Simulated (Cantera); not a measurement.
A closed system holds: 1 mol SiHCl3, 0.17 mol Cl2, 82 mol H2, held at 900 K and 11.0 mbar.

Equilibrium computed with Cantera from the NASA thermochemical tables; the gas is ideal and each condensed phase is pure. Candidate condensed phases: Si; 19 gas species. The tables' values for SiCl3 are old estimates; treat these amounts as uncertain. Rates play no part.

Base state: H2 0.984, HCl 0.00720, SiCl4 0.00624, SiHCl3 0.00242, SiCl3 9.68e-5, SiH2Cl2 8.91e-5, SiCl2 7.16e-5 (mole fractions); condensed: Si(s).

Question: What changes in the equilibrium state with this change: temperature from 900 K to 1023 K?

Answer: 
| species | before | after |
|---|---|---|
| H2 | 0.984 | 0.975 |
| HCl | 0.00720 | 0.0192 |
| SiCl4 | 0.00624 | 0.00344 |
| SiCl2 | 7.16e-5 | 0.000673 |
| SiCl3 | 9.68e-5 | 0.000331 |
| SiHCl3 | 0.00242 | 0.00148 |
| SiH2Cl2 | 8.91e-5 | 7.02e-5 |
| Si(s), mol | 0.256 | 0.498 |

Question: What changes in the equilibrium state with this change: temperature from 900 K to 1773.15 K?

Answer: 
| species | before | after |
|---|---|---|
| H2 | 0.984 | 0.961 |
| HCl | 0.00720 | 0.0324 |
| SiCl2 | 7.16e-5 | 0.00352 |
| SiCl4 | 0.00624 | 2.33e-8 |
| H | 1.11e-9 | 0.00266 |
| Si | <1e-9 | 0.000194 |
| Cl | <1e-9 | 6.90e-5 |
| Si(s), mol | 0.256 | 0 |
| Si(l), mol | 0 | 0.677 |
The tables' values for SiCl are old estimates; treat these amounts as uncertain. Gases not in the tables: Si2H6 and higher silanes.

Question: What changes in the equilibrium state with this change: SiHCl3 replaced by Si2H6?

Answer: 
```json
[
 {"species": "H2", "before": "0.984", "after": "0.997"},
 {"species": "HCl", "before": "0.00720", "after": "0.00286"},
 {"species": "SiCl4", "before": "0.00624", "after": "0.000152"},
 {"species": "SiCl3", "before": "9.68e-5", "after": "5.98e-6"},
 {"species": "SiHCl3", "before": "0.00242", "after": "0.000150"},
 {"species": "SiCl2", "before": "7.16e-5", "after": "1.12e-5"},
 {"species": "Si(s), mol", "before": "0.256", "after": "1.97"}
]
```
The feed counts by its element totals alone.
